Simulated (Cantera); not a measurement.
Feed: 1 mol n-butane, 0.037 mol H2O, at 0.210 bar.

Cantera equilibrium calculation (NASA polynomials, part measured and part estimated; ideal gas, pure solids and liquids). Candidate condensed phases: C, C6H6, C7H8, C8H18, H2O; 110 gas species. Rates play no part.

x: gas mole fraction; n: condensed amount in mol.

```json
[
 {"T (°C)": "877", "x H2": "0.988", "x H": "1.62e-7", "x CO": "0.00726", "x CH4": "0.00480", "n C(graphite)": "3.94"},
 {"T (°C)": "977", "x H2": "0.990", "x H": "1.05e-6", "x CO": "0.00729", "x CH4": "0.00226", "n C(graphite)": "3.95"},
 {"T (°C)": "1077", "x H2": "0.992", "x H": "5.18e-6", "x CO": "0.00729", "x CH4": "0.00119", "n C(graphite)": "3.96"},
 {"T (°C)": "1177", "x H2": "0.992", "x H": "___", "x CO": "0.00729", "x CH4": "___", "n C(graphite)": "3.96"},
 {"T (°C)": "1277", "x H2": "0.992", "x H": "___", "x CO": "0.00729", "x CH4": "___", "n C(graphite)": "3.96"},
 {"T (°C)": "1377", "x H2": "0.992", "x H": "0.000197", "x CO": "0.00729", "x CH4": "0.000275", "n C(graphite)": "3.96"},
 {"T (°C)": "1477", "x H2": "0.992", "x H": "0.000505", "x CO": "0.00729", "x CH4": "0.000189", "n C(graphite)": "3.96"},
 {"T (°C)": "1577", "x H2": "0.991", "x H": "0.00117", "x CO": "0.00729", "x CH4": "0.000135", "n C(graphite)": "3.96"},
 {"T (°C)": "1677", "x H2": "0.990", "x H": "0.00249", "x CO": "0.00728", "x CH4": "0.000100", "n C(graphite)": "3.96"},
 {"T (°C)": "1777", "x H2": "0.987", "x H": "0.00492", "x CO": "0.00727", "x CH4": "7.62e-5", "n C(graphite)": "3.95"},
 {"T (°C)": "1877", "x H2": "0.982", "x H": "0.00912", "x CO": "0.00726", "x CH4": "5.94e-5", "n C(graphite)": "3.94"}
]
```

Problem. What belongs in the gaps?

Solution. 
- 1277, x H: 6.85e-5
- 1277, x CH4: 0.000420
- 1177, x H: 2.06e-5
- 1177, x CH4: 0.000682
